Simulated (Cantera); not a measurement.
Input: 1 mol SiH4, 0.11 mol NH3, equilibrated at 1650 K and 1330 Pa.

These are equilibrium values from Cantera (NASA tables, ideal gas, pure condensed phases), not measurements of a reactor. Kinetics and transport are ignored.

```csv
species,before,after
H2,0.974,0.947
N2,0.0248,0.0517
H,0.000777,0.000766
Si,2.01e-5,2.01e-5
"Si(s), mol",1.000,2.55
"Si3N4(s), mol",0,0.150
```
Gas species are given as mole fractions.

**Question.** Name the change that produced these shifts.
(A) SiH4 replaced by trisilylamine
(B) temperature from 1650 K to 1148 K
(C) temperature from 1650 K to 2098.15 K
(D) pressure from 1330 Pa to 100000 Pa

**Answer.** A, SiH4 replaced by trisilylamine. The feed counts by its element totals alone. Mutual solubility and eutectic melting of coexisting phases are not modelled
